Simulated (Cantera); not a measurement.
A Cantera script and its output.

```python
import numpy as np
import cantera as ct

gas = ct.Solution("gri30.yaml")


def delay(T, t_max=10):
    gas.TPX = T, 500000, {'CH4': 1, 'CO': 0.078, 'O2': 5.1, 'N2': 19.2, 'H2O': 2.1}
    reactor = ct.IdealGasReactor(gas, clone=False)
    net = ct.ReactorNet([reactor])
    net.rtol, net.atol = 1e-8, 1e-16
    while net.time < t_max:
        t_old, T_old = net.time, reactor.T
        net.step()
        if reactor.T > T + 400:  # ignition: a rise of 400 K
            return t_old + (T + 400 - T_old) / (reactor.T - T_old) * (net.time - t_old)
    return np.nan


taus = []
for T in [1150, 1225, 1300, 1375, 1450, 1525, 1600, 1675]:
    taus.append(delay(T))
    print(f"T0 = {T:6g} K   tau = {taus[-1]:.4e} s")
```

Result:

```
T0 =   1150 K   tau = 1.3700e-02 s
T0 =   1225 K   tau = 5.0961e-03 s
T0 =   1300 K   tau = 2.0749e-03 s
T0 =   1375 K   tau = 9.0518e-04 s
T0 =   1450 K   tau = 4.1884e-04 s
T0 =   1525 K   tau = 2.0496e-04 s
T0 =   1600 K   tau = 1.0618e-04 s
T0 =   1675 K   tau = 5.8314e-05 s
```

Detailed kinetics in Cantera: GRI-Mech 3.0 (53 species, 325 reactions).
